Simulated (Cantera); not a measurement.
Input (Python, Cantera):

```python
import numpy as np
import cantera as ct

gas = ct.Solution("h2o2.yaml")
gas.TPX = 1200, 510, {'H2': 0.058, 'O2': 1}
reactor = ct.IdealGasConstPressureReactor(gas, energy="off", clone=False)
net = ct.ReactorNet([reactor])
net.rtol, net.atol = 1e-08, 1e-18
show = ['H2', 'O2', 'OH', 'H', 'HO2']
times = np.geomspace(4e-06, 4, 13)

steps = ct.SolutionArray(gas, extra=["t"])
rows = []
print(f"{'t/s':>10s}{'T/K':>9s}{'P/Pa':>11s}" + "".join(f"{s:>11s}" for s in show))
for t in times:
    while net.time < t:
        t_next = net.step()
        steps.append(gas.state, t=t_next)
    rows.append([np.interp(t, steps.t, y) for y in (steps.T, steps.P, *steps(*show).X.T)])
    print(f"{t:10.3e}{rows[-1][0]:9.1f}{rows[-1][1]:11.4g}" + "".join(f"{x:11.3e}" for x in rows[-1][2:]))
rate = np.gradient(steps.T, steps.t)
print("integrator steps:", len(steps.t))
if steps.T.max() > steps.T[0] + 200:
    print(f"time of steepest temperature rise: {steps.t[rate.argmax()]:.4e} s")
gas.TPX = 1200, 510, {'H2': 0.058, 'O2': 1}
gas.equilibrate("TP")
print(f"equilibrium (TP): T = {gas.T:.1f} K  " + "  ".join(f"{s} {gas[s].X[0]:.3e}" for s in show))
```

Result:

```
       t/s      T/K       P/Pa         H2         O2         OH          H        HO2
 4.000e-06   1200.0        510  5.482e-02  9.452e-01  1.252e-12  7.157e-11  7.282e-11
 1.265e-05   1200.0        510  5.482e-02  9.452e-01  1.196e-11  2.185e-10  2.303e-10
 4.000e-05   1200.0        510  5.482e-02  9.452e-01  1.071e-10  6.260e-10  7.283e-10
 1.265e-04   1200.0        510  5.482e-02  9.452e-01  8.037e-10  1.632e-09  2.303e-09
 4.000e-04   1200.0        510  5.482e-02  9.452e-01  5.286e-09  5.252e-09  7.287e-09
 1.265e-03   1200.0        510  5.482e-02  9.452e-01  8.833e-08  6.954e-08  2.319e-08
 4.000e-03   1200.0        510  5.424e-02  9.447e-01  1.795e-04  1.406e-04  3.916e-07
 1.265e-02   1200.0        510  1.025e-03  9.027e-01  3.737e-03  9.426e-03  1.434e-06
 4.000e-02   1200.0        510  8.914e-04  9.071e-01  3.506e-03  7.887e-03  1.401e-06
 1.265e-01   1200.0        510  6.558e-04  9.178e-01  3.023e-03  4.769e-03  1.310e-06
 4.000e-01   1200.0        510  2.803e-04  9.330e-01  1.990e-03  1.265e-03  1.004e-06
 1.265e+00   1200.0        510  5.415e-05  9.414e-01  8.783e-04  1.050e-04  4.654e-07
 4.000e+00   1200.0        510  7.001e-06  9.433e-01  3.168e-04  4.880e-06  1.203e-07
integrator steps: 1343
equilibrium (TP): T = 1200.0 K  H2 1.039e-08  O2 9.436e-01  OH 1.228e-05  H 2.836e-10  HO2 8.303e-09
```

Computed with Cantera and the H2/O2 subset of GRI-Mech 3.0, which has no nitrogen chemistry. Radical loss at walls, strong at low pressure, is not modelled. The temperature is held fixed by assumption; the heat of reaction is taken as removed at once.
